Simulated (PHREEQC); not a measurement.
1 kg of water holding 0.051 mol/kgw NaCl, 0.051 mol/kgw KCl, 0.34 mol/kgw CaCl2 and 0.27 mol/kgw SrCl2 is evaporated at 30 °C; the solids stay in contact with the brine. CO2 from the air is kept out. Solids allowed: Halite, Portlandite, Sylvite. Others were left out.

Equilibrium calculation in PHREEQC: Pitzer model, pitzer.dat.

| water left (kg) | ionic strength | water activity | Halite (mol) | Ca in solution (mol/kgw) |
|---|---|---|---|---|
| 1 | 1.93 | 0.966 | 0 | 0.340 |
| 0.8219 | 2.35 | 0.958 | 0 | 0.414 |
| 0.6755 | 2.86 | 0.946 | 0 | 0.503 |
| 0.5552 | 3.48 | 0.932 | 0 | 0.612 |
| 0.4563 | 4.23 | 0.912 | 0 | 0.745 |
| 0.375 | 5.15 | 0.886 | 0 | 0.907 |
| 0.3082 | 6.27 | 0.851 | 0 | 1.10 |
| 0.2533 | 7.63 | 0.804 | 0 | 1.34 |
| 0.2082 | 9.28 | 0.743 | 0 | 1.63 |
| 0.1711 | 11.3 | 0.663 | 0 | 1.99 |
| 0.1407 | 13.7 | 0.563 | 0 | 2.42 |
| 0.1156 | 16.6 | 0.453 | 0.0157 | 2.94 |

Halite from water left = 0.1156 kg.
